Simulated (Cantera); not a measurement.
A closed system holds: 1 mol SiHCl3, 8.4 mol NH3, held at 1500 °C and 100 Torr.

These are equilibrium values from Cantera (NASA tables, ideal gas, pure condensed phases), not measurements of a reactor. Candidate condensed phases: NH4Cl, Si, Si3N4; 28 gas species. The tables' values for SiCl3, SiCl are old estimates; treat these amounts as uncertain. Rates play no part.

Base state: H2 0.653, N2 0.207, HCl 0.115, SiCl2 0.0226, SiCl3 0.000670, H 0.000630, Cl 8.54e-5, SiHCl3 4.49e-5 (mole fractions); condensed: Si3N4(s).

**Question.** What changes in the equilibrium state with this change: NH3 from 8.4 to 14 mol?

**Answer.** 
```json
[
 {"species": "H2", "before": "0.653", "after": "0.687"},
 {"species": "N2", "before": "0.207", "after": "0.221"},
 {"species": "HCl", "before": "0.115", "after": "0.0806"},
 {"species": "SiCl2", "before": "0.0226", "after": "0.0101"},
 {"species": "SiCl4", "before": "3.37e-5", "after": "7.00e-6"},
 {"species": "SiCl3", "before": "0.000670", "after": "0.000204"},
 {"species": "SiHCl3", "before": "4.49e-5", "after": "1.40e-5"},
 {"species": "SiH2Cl2", "before": "1.07e-5", "after": "5.02e-6"},
 {"species": "Si3N4(s), mol", "before": "0.190", "after": "0.232"}
]
```

**Question.** What changes in the equilibrium state with this change: pressure from 100 Torr to 5.33 Torr?

**Answer.** 
```json
[
 {"species": "H2", "before": "0.653", "after": "0.651"},
 {"species": "N2", "before": "0.207", "after": "0.223"},
 {"species": "HCl", "before": "0.115", "after": "0.0857"},
 {"species": "SiCl2", "before": "0.0226", "after": "0.0362"},
 {"species": "Si", "before": "5.53e-6", "after": "0.000300"},
 {"species": "SiCl4", "before": "3.37e-5", "after": "1.60e-6"},
 {"species": "Si3N4(s), mol", "before": "0.190", "after": "0"},
 {"species": "Si(l), mol", "before": "0", "after": "0.302"}
]
```
The tables' values for SiCl, SiCl3 are old estimates; treat these amounts as uncertain. Gases not in the tables: Si2H6 and higher silanes.
